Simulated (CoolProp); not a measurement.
Vapour-liquid equilibrium of n-octane (1) + ethylbenzene (2) at 476.4 K; x and y are mole fractions of (1).

Values from CoolProp's multi-fluid Helmholtz-energy mixture model, Beckmüller 2019 and Zhou 2012; pair parameters Bell 2016.

Task: Give the bubble pressure and the first vapour's composition at x = 0.125, 0.425, 0.875. Is there an azeotrope?

Result: x = 0.125: 486.0 kPa, y = 0.164; x = 0.425: 534.9 kPa, y = 0.479; x = 0.875: 579.1 kPa, y = 0.885. No azeotrope shows between x = 0.05 and 0.95.

The pair parameters rest on a limited set of measurements; away from them the model extrapolates.
